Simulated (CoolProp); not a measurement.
Vapour-liquid equilibrium of carbonyl sulfide (1) + propane (2) at 0.685 bar; x and y are mole fractions of (1).

Model: multi-fluid Helmholtz-energy mixture model, Lemmon 2006 and Lemmon 2009; pair parameters Bell 2016, in CoolProp.

Question: Give the bubble temperature and the first vapour's composition at x = 0.275, 0.425, 0.8. Is there an azeotrope?

Answer: x = 0.275: -53.6 °C, y = 0.359; x = 0.425: -54.7 °C, y = 0.510; x = 0.8: -57.1 °C, y = 0.846. No azeotrope shows between x = 0.05 and 0.95.

Pair parameters are fitted to limited data, so mixtures are less certain than the pure fluids.
